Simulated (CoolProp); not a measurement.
Vapour-liquid equilibrium of ethanol (1) + ethylbenzene (2) at 353.1 K; x and y are mole fractions of (1).

Model: multi-fluid Helmholtz-energy mixture model, Schroeder 2014 and Zhou 2012; pair parameters Bell 2016, in CoolProp.

**Question.** Give the bubble pressure and the first vapour's composition at x = 0.2, 0.35, 0.8. Is there an azeotrope?

**Answer.** x = 0.2: 0.07897 MPa, y = 0.811; x = 0.35: 0.09131 MPa, y = 0.846; x = 0.8: 0.1024 MPa, y = 0.897. No azeotrope shows between x = 0.05 and 0.95.

Pair parameters are fitted to limited data, so mixtures are less certain than the pure fluids. With so large a gap from Raoult's law the liquid may split in two, which this calculation doesn't test in full.
